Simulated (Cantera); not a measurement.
**Counterflow diffusion flame**

A counterflow diffusion flame at 690 Torr, nozzles 20 mm apart: fuel side 80.6 % C3H8, 19.4 % N2 at 550 K, oxidiser side 24.0 % O2, 76.0 % N2 at 698 K, fuel mass flux 1.6 times the oxidiser's; mixture-averaged transport, no radiation.

Computed with Cantera and GRI-Mech 3.0 (53 species, 325 reactions). GRI-Mech 3.0 was tuned for natural gas; its chemistry of propane as a main component is partial and can be far from experiment. GRI-Mech 3.0 has no aromatics or soot, which form on the fuel side of real flames. The maximum strain rate includes the flame's own expansion and is several times the mean.

| oxidiser flux (kg/m²/s) | max strain (1/s) | mean strain (1/s) | T max (K) | peak x OH | peak x H | peak x NO | peak x CO | peak x C2H2 |
|---|---|---|---|---|---|---|---|---|
| 0.23 | 273 | 47.4 | 2274 | 0.0121 | 0.00627 | 0.000498 | 0.0947 | 0.0522 |
| 0.33 | 382 | 67.9 | 2252 | 0.0120 | 0.00668 | 0.000454 | 0.0933 | 0.0505 |
| 0.47 | 531 | 96.8 | 2230 | 0.0119 | 0.00707 | 0.000413 | 0.0919 | 0.0487 |
| 0.68 | 748 | 140 | 2207 | 0.0118 | 0.00747 | 0.000371 | 0.0907 | 0.0467 |
| 0.97 | 1040 | 200 | 2184 | 0.0116 | 0.00784 | 0.000330 | 0.0895 | 0.0446 |
| 1.4 | 1460 | 288 | 2160 | 0.0113 | 0.00819 | 0.000284 | 0.0887 | 0.0423 |
| 2 | 2030 | 412 | 2133 | 0.0109 | 0.00844 | 0.000237 | 0.0882 | 0.0396 |
| 2.9 | 2850 | 597 | 2098 | 0.0103 | 0.00855 | 0.000185 | 0.0882 | 0.0360 |
x: mole fraction; the columns are a selection and need not sum to one.
